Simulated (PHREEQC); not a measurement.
A column of 0.2 m (40 cells, dispersivity 0.016 m, 300 s a shift, diffusion coefficient 3e-10 m²/s) holds 0.23 eq of the database's cation exchanger X per kg of pore water, first in equilibrium with 0.56 mmol/kgw Na2SO4 and 0.01 mmol/kgw HCl. It is flushed with 0.32 mmol/kgw NH4Cl, 70 mmol/kgw Na2SO4 and 0.01 mmol/kgw HCl, at 40 °C. Values are for the last cell. CO2 from the air is kept out. Precipitation was switched off in this run.

Base run: PHREEQC, ion-association model, phreeqc.dat. Each further column changes one thing. The table gives NH4 in solution (mol/kgw).

```
pore volumes      base  exchange capacity from 0.23 to 0.12 eq/kgw  dispersivity from 0.016 to 0.032 m
------------  --------  ------------------------------------------  ----------------------------------
0                    0                                           0                                   0
0.6125               0                                           0                                   0
1.012         3.01e-14                                    8.85e-10                            1.07e-10
1.613          1.76e-8                                     3.26e-6                             4.67e-7
2.212          1.01e-6                                     3.04e-5                             6.53e-6
2.812          6.99e-6                                     8.19e-5                             2.28e-5
3.212          1.58e-5                                    0.000121                             3.83e-5
3.812          3.69e-5                                    0.000175                             6.58e-5
4.412          6.57e-5                                    0.000220                          (withheld)
5.013          9.86e-5                                    0.000253                            0.000124
5.412         0.000121                                    0.000269                          (withheld)
6.013         0.000154                                  (withheld)                            0.000169
```

Task: What belongs in the gaps?

Result: 
- 4.412, dispersivity from 0.016 to 0.032 m: 9.53e-5
- 5.412, dispersivity from 0.016 to 0.032 m: 0.000143
- 6.013, exchange capacity from 0.23 to 0.12 eq/kgw: 0.000287

At this temperature some constants are extrapolated from 25 °C, and those without enthalpy data are left unchanged.
